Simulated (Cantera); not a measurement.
**Equilibrium for iron carbonyl, mercury and lead vapours: HgO + O2 + N2**

Charge: 1 mol HgO, 0.029 mol O2, a varied amount of N2, equilibrated at 727 °C and 0.00130 bar.

Method: chemical equilibrium by Gibbs-energy minimisation in Cantera with the NASA 1993 tables (ideal gas, pure condensed phases). Candidate condensed phases: Hg, HgO; 10 gas species. Rates play no part.

```csv
n(N2) (mol),x N2,x Hg,x O2,x NO
0.19,0.111,0.582,0.308,1.42e-5
0.31,0.169,0.544,0.288,1.69e-5
0.5,0.246,0.493,0.261,1.95e-5
0.82,0.349,0.426,0.225,2.16e-5
1.3,0.460,0.353,0.187,2.25e-5
2.2,0.590,0.268,0.142,2.22e-5
3.6,0.702,0.195,0.103,2.07e-5
5.9,0.794,0.135,0.0712,1.83e-5
9.6,0.863,0.0899,0.0475,1.56e-5
16,0.913,0.0570,0.0302,1.28e-5
26,0.944,0.0363,0.0192,1.04e-5
```
x: gas mole fraction; nothing condenses.

From 0.19 mol N2 to 26 mol N2 nothing is condensed. The main Hg-bearing gas is Hg throughout.
